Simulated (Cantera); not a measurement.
A perfectly stirred reactor is fed with CH4 : O2 : N2 = 1 : 1.33 : 5.01 (molar parts), equivalence ratio 1.5, at 750 Torr; it is adiabatic with a 775 K inlet, and is followed from long to short residence time, starting on the burning branch (τ in s: 0.38, 0.11, 0.03, 0.0084, 0.0024, 0.00067, 0.00019, 5.3e-05, 1.5e-05).

Computed with Cantera and GRI-Mech 3.0 (53 species, 325 reactions).

| quantity | before | after |
|---|---|---|
| blow-out, bracketed by the residence times tried | burning at 0.190 ms, out at 53.0 µs | burning at 53.0 µs, out at 15.0 µs |
| x(CH4) at τ = 0.380 s | 1.28e-5 | 1.67e-5 |
| x(O2) at τ = 0.380 s | 2.46e-5 | 4.48e-6 |
| x(CO2) at τ = 0.380 s | 0.0359 | 0.0358 |
| x(HCN) at τ = 0.380 s | 2.51e-6 | 8.09e-7 |
| x(NO2) at τ = 0.380 s | 1.61e-9 | 3.97e-10 |
| x(CH4) at τ = 2.40 ms | 0.000329 | 0.00127 |
| x(O2) at τ = 2.40 ms | 0.000828 | 0.000418 |
| x(CO2) at τ = 2.40 ms | 0.0355 | 0.0363 |
| x(HCN) at τ = 2.40 ms | 0.000157 | 0.000102 |
| x(NO2) at τ = 2.40 ms | 3.75e-9 | 2.32e-9 |

Task: Which change was made?
A) inlet temperature 775 to 300 K
B) CH4 1 to 0.62 parts
C) pressure from 750 Torr to 7500 Torr
D) O2 1.33 to 1.7 parts

Result: C, pressure from 750 Torr to 7500 Torr
